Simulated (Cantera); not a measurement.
Charge: 1 mol C6H6, 0.077 mol CO2, at 1.50 mbar.

Method: chemical equilibrium by Gibbs-energy minimisation in Cantera with the NASA 1993 tables (ideal gas, pure condensed phases). Candidate condensed phases: C, C6H6, C7H8, C8H18, H2O; 110 gas species. Equilibrium is a limit: real reactors are often held back by kinetics, nucleation or transport. All values below are at 1448 K.

Base state: H2 0.951, CO 0.0488, H 0.000232 (mole fractions); condensed: C(graphite).

Q: What changes in the equilibrium state with this change: C6H6 replaced by CO?

A: 
```tsv
species	before	after
CO	0.0488	0.929
CO2	3.82e-9	0.0715
H2	0.951	0
H	0.000232	0
C(graphite), mol	5.92	0
```
